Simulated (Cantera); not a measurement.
Input (Python, Cantera) and output of one run.

```python
import numpy as np
import cantera as ct

gas_names = """
    H HO2 H2 H2O H2O2 Hg O OH O2 O3
""".split()
cond_names = """
    H2O(s) H2O(L) Hg(cr) Hg(L) HgO(s)
""".split()


def load(file, names, dense=False):
    # The tables refer to 1 bar. Condensed volumes are neglected.
    table = {s.name: s for s in ct.Species.list_from_file(file)}
    out = []
    for n in names:
        d = dict(table[n].input_data)
        d["thermo"] = dict(d["thermo"], **{"reference-pressure": 1e5})
        if dense:
            d["equation-of-state"] = {"model": "constant-volume", "density": "1e6 g/cm^3"}
        out.append(ct.Species.from_dict(d))
    return out


gas = ct.Solution(thermo="ideal-gas", species=load("nasa_gas.yaml", gas_names))
cond = {s.name: ct.Solution(thermo="fixed-stoichiometry", species=[s], name=s.name)
        for s in load("nasa_condensed.yaml", cond_names, dense=True)}
atoms = {
    'HgO': {'Hg': 1, 'O': 1},
    'O2': {'O': 2},
    'H2': {'H': 2},
}
top_T = {}  # K; cautious upper limits of use, not melting points


def equilibrate(T, P, feed):
    n = {}
    for name, mol in feed.items():
        for a, k in atoms[name].items():
            n[a] = n.get(a, 0.0) + k * mol
    gas.TPX = T, P, n
    mass = sum(n.values()) * gas.mean_molecular_weight
    gas.equilibrate("TP")
    valid = [c for c in cond.values() if c.min_temp <= T <= top_T.get(c.name, c.max_temp)]
    mix = ct.Mixture([(gas, mass / gas.mean_molecular_weight)] + [(c, 0.0) for c in valid])
    mix.T, mix.P = T, P
    mix.equilibrate("TP", solver="vcs", rtol=1e-11, max_steps=5000)
    return mix


results = []
P = 101325  # Pa
for T in [550, 625, 700, 775, 850, 925, 1000, 1075, 1150, 1225, 1300, 1375, 1450, 1525]:
    for m in [0.051, 0.079, 0.12, 0.19, 0.3, 0.48, 0.74, 1.2, 1.8, 2.9]:
        feed = {'HgO': 1, 'O2': m, 'H2': 0.5}  # mol
        mix = equilibrate(T, P, feed)
        results.append((T, P, feed, dict(zip(mix.species_names, mix.species_moles))))

for T, P, feed, n in results:
    print(f"{T:7g} {feed['O2']:10.4g}  " + (" + ".join(c for c in cond_names if n.get(c, 0) > 1e-12) or "gas only"))
```

It prints:

```
    550      0.051  Hg(L) + HgO(s)
    550      0.079  Hg(L) + HgO(s)
    550       0.12  Hg(L) + HgO(s)
    550       0.19  Hg(L) + HgO(s)
    550        0.3  HgO(s)
    550       0.48  HgO(s)
    550       0.74  HgO(s)
    550        1.2  HgO(s)
    550        1.8  HgO(s)
    550        2.9  HgO(s)
    625      0.051  HgO(s)
    625      0.079  HgO(s)
    625       0.12  HgO(s)
    625       0.19  HgO(s)
    625        0.3  HgO(s)
    625       0.48  HgO(s)
    625       0.74  HgO(s)
    625        1.2  HgO(s)
    625        1.8  HgO(s)
    625        2.9  HgO(s)
    700      0.051  HgO(s)
    700      0.079  HgO(s)
    700       0.12  HgO(s)
    700       0.19  HgO(s)
    700        0.3  HgO(s)
    700       0.48  HgO(s)
    700       0.74  HgO(s)
    700        1.2  HgO(s)
    700        1.8  HgO(s)
    700        2.9  gas only
    775      0.051  gas only
    775      0.079  gas only
    775       0.12  gas only
    775       0.19  gas only
    775        0.3  gas only
    775       0.48  gas only
    775       0.74  gas only
    775        1.2  gas only
    775        1.8  gas only
    775        2.9  gas only
    850      0.051  gas only
    850      0.079  gas only
    850       0.12  gas only
    850       0.19  gas only
    850        0.3  gas only
    850       0.48  gas only
    850       0.74  gas only
    850        1.2  gas only
    850        1.8  gas only
    850        2.9  gas only
    925      0.051  gas only
    925      0.079  gas only
    925       0.12  gas only
    925       0.19  gas only
    925        0.3  gas only
    925       0.48  gas only
    925       0.74  gas only
    925        1.2  gas only
    925        1.8  gas only
    925        2.9  gas only
   1000      0.051  gas only
   1000      0.079  gas only
   1000       0.12  gas only
   1000       0.19  gas only
   1000        0.3  gas only
   1000       0.48  gas only
   1000       0.74  gas only
   1000        1.2  gas only
   1000        1.8  gas only
   1000        2.9  gas only
   1075      0.051  gas only
   1075      0.079  gas only
   1075       0.12  gas only
   1075       0.19  gas only
   1075        0.3  gas only
   1075       0.48  gas only
   1075       0.74  gas only
   1075        1.2  gas only
   1075        1.8  gas only
   1075        2.9  gas only
   1150      0.051  gas only
   1150      0.079  gas only
   1150       0.12  gas only
   1150       0.19  gas only
   1150        0.3  gas only
   1150       0.48  gas only
   1150       0.74  gas only
   1150        1.2  gas only
   1150        1.8  gas only
   1150        2.9  gas only
   1225      0.051  gas only
   1225      0.079  gas only
   1225       0.12  gas only
   1225       0.19  gas only
   1225        0.3  gas only
   1225       0.48  gas only
   1225       0.74  gas only
   1225        1.2  gas only
   1225        1.8  gas only
   1225        2.9  gas only
   1300      0.051  gas only
   1300      0.079  gas only
   1300       0.12  gas only
   1300       0.19  gas only
   1300        0.3  gas only
   1300       0.48  gas only
   1300       0.74  gas only
   1300        1.2  gas only
   1300        1.8  gas only
   1300        2.9  gas only
   1375      0.051  gas only
   1375      0.079  gas only
   1375       0.12  gas only
   1375       0.19  gas only
   1375        0.3  gas only
   1375       0.48  gas only
   1375       0.74  gas only
   1375        1.2  gas only
   1375        1.8  gas only
   1375        2.9  gas only
   1450      0.051  gas only
   1450      0.079  gas only
   1450       0.12  gas only
   1450       0.19  gas only
   1450        0.3  gas only
   1450       0.48  gas only
   1450       0.74  gas only
   1450        1.2  gas only
   1450        1.8  gas only
   1450        2.9  gas only
   1525      0.051  gas only
   1525      0.079  gas only
   1525       0.12  gas only
   1525       0.19  gas only
   1525        0.3  gas only
   1525       0.48  gas only
   1525       0.74  gas only
   1525        1.2  gas only
   1525        1.8  gas only
   1525        2.9  gas only
```

Method: chemical equilibrium by Gibbs-energy minimisation in Cantera with the NASA 1993 tables (ideal gas, pure condensed phases).
